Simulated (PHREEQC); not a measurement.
Consider water at 25 °C with 2.5 mol MgSO4, 0.04 mol MnCl2, 0.0017 mol H4SiO4 and 0.28 mol H2SO4 per kg of water. Closed to the air; pH follows from the charge balance.

Equilibrium calculation in PHREEQC: Pitzer model, pitzer.dat.

| Property | Value |
|---|---|
| pH | 0.51 |
| ionic strength | 10.1 mol/kgw |
| activity of water | 0.908 |
| density | 1.267 g/cm³ |
| osmotic coefficient | 0.962 |
| total alkalinity | -560 meq/kg |

```json
[
 {"species": "Mg+2", "molality": "2.50", "activity": "1.66", "log γ": "-0.179"},
 {"species": "SO4-2", "molality": "2.37", "activity": "0.0126", "log γ": "-2.276"},
 {"species": "HSO4-", "molality": "0.410", "activity": "0.369", "log γ": "-0.046"},
 {"species": "H+", "molality": "0.150", "activity": "0.308", "log γ": "0.314"},
 {"species": "Cl-", "molality": "0.0800", "activity": "0.0581", "log γ": "-0.139"},
 {"species": "Mn+2", "molality": "0.0400", "activity": "0.0119", "log γ": "-0.528"}
]
```

This is a speciation only: nothing precipitates in the calculation. The solution is supersaturated, for example in SiO2(a), so a real one may precipitate; this is no full list. Species that the database lacks are ignored. In brines, pH and single-ion activities rest on the MacInnes convention.
